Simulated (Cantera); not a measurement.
What does this Cantera script print?

```python
import numpy as np
import cantera as ct

gas_names = """
    AL ALI ALI3 AL2 AL2I6 I I2
""".split()
cond_names = """
    AL(cr) AL(L) ALI3(s) ALI3(L) I2(cr) I2(L)
""".split()


# ... load() reads the species with a 1 bar reference pressure and builds the phases ...
atoms = {
    'Al': {'AL': 1},
    'I2': {'I': 2},
}
top_T = {}  # K; cautious upper limits of use, not melting points


# ... equilibrate(T, P, feed) seeds the gas with the atoms and calls Mixture.equilibrate('TP', solver="vcs", rtol=1e-11, max_steps=5000) ...
results = []
feed = {'Al': 1, 'I2': 0.57}  # mol
T = 675  # K
for P in [1, 4.2, 18, 75, 320, 1300, 5600, 24000, 100000]:
    mix = equilibrate(T, P, feed)
    results.append((T, P, feed, dict(zip(mix.species_names, mix.species_moles))))
    x = sorted(zip(gas.X, gas.species_names), reverse=True)
    print(f"T = {T:g} K  P = {P:g} Pa  gas = {mix.phase_moles(0):.4g} mol")
    print("   x: " + "  ".join(f"{s} {v:.3e}" for v, s in x if v > 1e-06))
    print("   condensed (mol): " + ("  ".join(f"{mix.phase(i).name} {mix.phase_moles(i):.4g}"
          for i in range(1, mix.n_phases) if mix.phase_moles(i) > 1e-12) or "none"))
```

It prints:

```
T = 675 K  P = 1 Pa  gas = 0.3872 mol
   x: ALI3 9.720e-01  ALI 2.797e-02  AL2I6 2.233e-05
   condensed (mol): AL(cr) 0.6128
T = 675 K  P = 4.2 Pa  gas = 0.3827 mol
   x: ALI3 9.891e-01  ALI 1.081e-02  AL2I6 9.712e-05
   condensed (mol): AL(cr) 0.6172
T = 675 K  P = 18 Pa  gas = 0.3809 mol
   x: ALI3 9.955e-01  ALI 4.105e-03  AL2I6 4.216e-04
   condensed (mol): AL(cr) 0.619
T = 675 K  P = 75 Pa  gas = 0.3797 mol
   x: ALI3 9.967e-01  AL2I6 1.761e-03  ALI 1.586e-03
   condensed (mol): AL(cr) 0.6196
T = 675 K  P = 320 Pa  gas = 0.3773 mol
   x: ALI3 9.920e-01  AL2I6 7.442e-03  ALI 6.019e-04
   condensed (mol): AL(cr) 0.6198
T = 675 K  P = 1300 Pa  gas = 0.3694 mol
   x: ALI3 9.708e-01  AL2I6 2.896e-02  ALI 2.347e-04
   condensed (mol): AL(cr) 0.6199
T = 675 K  P = 5600 Pa  gas = 0.3437 mol
   x: ALI3 8.941e-01  AL2I6 1.058e-01  ALI 8.625e-05
   condensed (mol): AL(cr) 0.62
T = 675 K  P = 24000 Pa  gas = 0.2951 mol
   x: ALI3 7.122e-01  AL2I6 2.877e-01  ALI 3.030e-05
   condensed (mol): AL(cr) 0.62
T = 675 K  P = 100000 Pa  gas = 0.2488 mol
   x: AL2I6 5.275e-01  ALI3 4.724e-01  ALI 1.021e-05
   condensed (mol): AL(cr) 0.62
```

Cantera equilibrium calculation (NASA polynomials, part measured and part estimated; ideal gas, pure solids and liquids).
